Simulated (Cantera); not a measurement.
Input (Python, Cantera):

```python
import numpy as np
import cantera as ct

gas = ct.Solution("gri30.yaml")
gas.TPX = 1475, 101325, {'C3H8': 1, 'O2': 10.6, 'N2': 40}
reactor = ct.IdealGasConstPressureReactor(gas, energy="on", clone=False)
net = ct.ReactorNet([reactor])
net.rtol, net.atol = 1e-08, 1e-16
show = ['C3H8', 'O2', 'CH3', 'CH2', 'CH4', 'NO2']
times = np.geomspace(2e-06, 3, 13)

steps = ct.SolutionArray(gas, extra=["t"])
rows = []
print(f"{'t/s':>10s}{'T/K':>9s}{'P/Pa':>11s}" + "".join(f"{s:>11s}" for s in show))
for t in times:
    while net.time < t:
        t_next = net.step()
        steps.append(gas.state, t=t_next)
    rows.append([np.interp(t, steps.t, y) for y in (steps.T, steps.P, *steps(*show).X.T)])
    print(f"{t:10.3e}{rows[-1][0]:9.1f}{rows[-1][1]:11.4g}" + "".join(f"{x:11.3e}" for x in rows[-1][2:]))
rate = np.gradient(steps.T, steps.t)
print("integrator steps:", len(steps.t))
if steps.T.max() > steps.T[0] + 200:
    print(f"time of steepest temperature rise: {steps.t[rate.argmax()]:.4e} s")
gas.TPX = 1475, 101325, {'C3H8': 1, 'O2': 10.6, 'N2': 40}
gas.equilibrate("HP")
print(f"equilibrium (HP): T = {gas.T:.1f} K  " + "  ".join(f"{s} {gas[s].X[0]:.3e}" for s in show))
```

Result:

```
       t/s      T/K       P/Pa       C3H8         O2        CH3        CH2        CH4        NO2
 2.000e-06   1474.3  1.013e+05  1.930e-02  2.054e-01  7.722e-05  1.958e-09  3.443e-07  1.250e-18
 6.542e-06   1472.7  1.013e+05  1.901e-02  2.052e-01  3.230e-04  2.669e-08  5.149e-06  3.372e-16
 2.140e-05   1469.7  1.013e+05  1.746e-02  2.043e-01  1.014e-03  2.455e-07  7.489e-05  4.021e-14
 6.999e-05   1509.2  1.013e+05  7.254e-03  1.926e-01  1.446e-03  2.778e-06  9.460e-04  1.465e-11
 2.289e-04   2213.2  1.013e+05  2.546e-50  1.039e-01  1.705e-17  1.127e-17  8.496e-19  2.320e-08
 7.489e-04   2380.1  1.013e+05  7.947e-54  1.046e-01  1.536e-18  1.440e-18  1.265e-19  1.994e-07
 2.449e-03   2401.9  1.013e+05 -3.602e-52  1.044e-01  1.521e-18  8.078e-19  1.670e-19  6.377e-07
 8.012e-03   2399.0  1.013e+05  3.825e-54  1.035e-01  9.286e-19  7.538e-19  8.991e-20  1.881e-06
 2.621e-02   2391.8  1.013e+05  3.202e-54  1.015e-01  8.426e-19  6.654e-19  8.325e-20  4.865e-06
 8.572e-02   2383.8  1.013e+05  2.540e-54  9.919e-02  7.546e-19  5.762e-19  7.625e-20  8.141e-06
 2.804e-01   2382.5  1.013e+05  2.445e-54  9.881e-02  7.410e-19  5.625e-19  7.515e-20  8.672e-06
 9.172e-01   2382.5  1.013e+05  2.445e-54  9.881e-02  7.410e-19  5.625e-19  7.515e-20  8.672e-06
 3.000e+00   2382.5  1.013e+05  2.445e-54  9.881e-02  7.410e-19  5.625e-19  7.515e-20  8.672e-06
integrator steps: 1749
time of steepest temperature rise: 9.2271e-05 s
equilibrium (HP): T = 2382.5 K  C3H8 4.938e-54  O2 9.881e-02  CH3 1.128e-18  CH2 9.426e-19  CH4 1.144e-19  NO2 8.672e-06
```

Computed with Cantera and GRI-Mech 3.0 (53 species, 325 reactions). GRI-Mech 3.0 was tuned for natural gas; its chemistry of propane as a main component is partial and can be far from experiment.
